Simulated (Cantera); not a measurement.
An adiabatic, constant-volume homogeneous reactor starts with CH4 : O2 : N2 = 1 : 3.57 : 13.4 (molar parts), at 1773 K and 20.0 bar. Integrator tolerance rtol = 1e-08.

Cantera simulation using GRI-Mech 3.0 (53 species, 325 reactions); the numbers are that mechanism's predictions, not measurements. The pressure lies above the range GRI-Mech 3.0 was tuned for (to about 10 atm).

### Question
What does this change do: pressure from 20.0 bar to 1.60 bar?

### Answer
```json
[
 {"quantity": "time of steepest temperature rise", "before": "9.80 µs", "after": "80.4 µs"},
 {"quantity": "temperature at 0.200 s", "before": "2928 K", "after": "2788 K"},
 {"quantity": "equilibrium temperature", "before": "2928 K", "after": "2788 K"},
 {"quantity": "x(CH4) at 0.200 s", "before": "<1e-12 (gas-phase equilibrium <1e-12)", "after": "<1e-12 (gas-phase equilibrium <1e-12)"},
 {"quantity": "x(O2) at 0.200 s", "before": "0.0734 (gas-phase equilibrium 0.0734)", "after": "0.0756 (gas-phase equilibrium 0.0756)"},
 {"quantity": "x(O) at 0.200 s", "before": "0.00414 (gas-phase equilibrium 0.00414)", "after": "0.00893 (gas-phase equilibrium 0.00893)"},
 {"quantity": "x(HO2) at 0.200 s", "before": "4.04e-5 (gas-phase equilibrium 4.04e-5)", "after": "1.59e-5 (gas-phase equilibrium 1.59e-5)"},
 {"quantity": "x(CH2) at 0.200 s", "before": "<1e-12 (gas-phase equilibrium <1e-12)", "after": "<1e-12 (gas-phase equilibrium <1e-12)"}
]
```

### Question
What does this change do: pressure from 20.0 bar to 2.80 bar?

### Answer
| quantity | before | after |
|---|---|---|
| time of steepest temperature rise | 9.80 µs | 49.2 µs |
| temperature at 0.200 s | 2928 K | 2823 K |
| equilibrium temperature | 2928 K | 2823 K |
| x(CH4) at 0.200 s | <1e-12 (gas-phase equilibrium <1e-12) | <1e-12 (gas-phase equilibrium <1e-12) |
| x(O2) at 0.200 s | 0.0734 (gas-phase equilibrium 0.0734) | 0.0751 (gas-phase equilibrium 0.0751) |
| x(O) at 0.200 s | 0.00414 (gas-phase equilibrium 0.00414) | 0.00767 (gas-phase equilibrium 0.00767) |
| x(HO2) at 0.200 s | 4.04e-5 (gas-phase equilibrium 4.04e-5) | 1.98e-5 (gas-phase equilibrium 1.98e-5) |
| x(CH2) at 0.200 s | <1e-12 (gas-phase equilibrium <1e-12) | <1e-12 (gas-phase equilibrium <1e-12) |
